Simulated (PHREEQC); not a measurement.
**Metal-bearing waste water (model solution)**

A solution holds 6.1 mmol/kgw CdCl2, 46 mmol/kgw MgSO4, 0.17 mmol/kgw HCl and 14 mmol/kgw NaCl, at 76 °C. Closed to the air; pH follows from the charge balance.

The numbers come from PHREEQC with the ion-association model, phreeqc.dat.

No solid was allowed to form.

Task: What pH does the model give?

Result: pH 4.35.

Task: In which forms is S present?

Result: MgSO4 60 %, SO4-2 35 %, CdSO4 3.4 %, NaSO4- 1.1 %, Cd(SO4)2-2 0.9 % of the S.

Species that the database lacks are ignored. Constants without temperature data keep their 25 °C values here.
